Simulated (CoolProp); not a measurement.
Computed with CoolProp (reference Helmholtz-energy equation of state, Lemmon 2006). It is a short technical equation, of lower accuracy than the large ones.

Question: For acetone, give the phase and the cv (kJ/(kg K)) at 414.9 K and 0.207 MPa; 424.6 K and 0.207 MPa; 463.2 K and 0.207 MPa.

Answer: 
- 414.9 K and 0.207 MPa: gas; cv 1.53
- 424.6 K and 0.207 MPa: gas; cv 1.55
- 463.2 K and 0.207 MPa: gas; cv 1.64
